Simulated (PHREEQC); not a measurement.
Dissolve 0.51 mol/kgw NH3 and 0.0049 mol/kgw H3BO3 at 25 °C. Closed to the air; pH follows from the charge balance.

Equilibrium calculation in PHREEQC: ion-association model, phreeqc.dat.

Each row changes one thing in this solution. This is a speciation only: nothing precipitates in the calculation.

```
case                                                    pH  ionic strength (mol/kgw)  H3BO3 (mol/kgw)
----------------------------------------------  ----------  ------------------------  ---------------
as made                                              11.17                   0.00648          5.18e-5
diluted 10-fold with water                           10.86                   0.00125          1.10e-5
NH3 left out                                          5.77                   1.68e-6          0.00490
H3BO3 from 0.0049 to 0.00245 mol/kgw                 11.31                   0.00465          1.91e-5
0.01 mol/kgw TMAH added                         (withheld)                (withheld)          1.26e-5
NH3 from 0.51 to 0.255 mol/kgw                       10.92                   0.00572          9.24e-5
diluted 2-fold with water                       (withheld)                   0.00377       (withheld)
H3BO3 replaced by Na2B4O7 at the same molality       10.98                (withheld)         0.000301
```

**Question.** Fill in the missing entries.

**Answer.** 
- 0.01 mol/kgw TMAH added, pH: 11.78
- 0.01 mol/kgw TMAH added, ionic strength (mol/kgw): 0.0117
- diluted 2-fold with water, pH: 11.10
- diluted 2-fold with water, H3BO3 (mol/kgw): 3.13e-5
- H3BO3 replaced by Na2B4O7 at the same molality, ionic strength (mol/kgw): 0.0204

(CH3)4N+ isn't in the database: it is added as a free cation with an ion size of 4 Å.
